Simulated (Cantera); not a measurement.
Charge: 1 mol Si, a varied amount of H2O, 51 mol H2, 0.077 mol N2O, at 1177 °C and 3.80e-6 bar.

Method: chemical equilibrium by Gibbs-energy minimisation in Cantera with the NASA 1993 tables (ideal gas, pure condensed phases). Candidate condensed phases: H2O, Si, SiO2, Si2N2O, Si3N4; 35 gas species. The tables hold silica as quartz up to 1696 K and as liquid above; real silica turns to tridymite and cristobalite and melts near 1996 K. Equilibrium is a limit: real reactors are often held back by kinetics, nucleation or transport.

Question: Which condensed phases are stable at each of these points (n(H2O) (mol)): 0.025, 0.041, 0.065, 0.1, 0.17, 0.27, 0.43, 0.7, 1.1, 1.8?

Answer: 
```tsv
n(H2O) (mol)	condensed phases	Si condensed (%)
0.025	Si(s)	85.6
0.041	Si(s)	84.0
0.065	Si(s)	81.6
0.1	Si(s)	78.1
0.17	Si(s)	71.1
0.27	Si(s)	61.1
0.43	Si(s)	45.0
0.7	Si(s)	18.0
1.1	gas only	0.0
1.8	SiO2(β-quartz)	40.4
```

From 0.025 mol H2O to 0.7 mol H2O the condensed part is Si(s). At 1.1 mol H2O nothing is condensed. At 1.8 mol H2O the condensed part is SiO2(β-quartz).
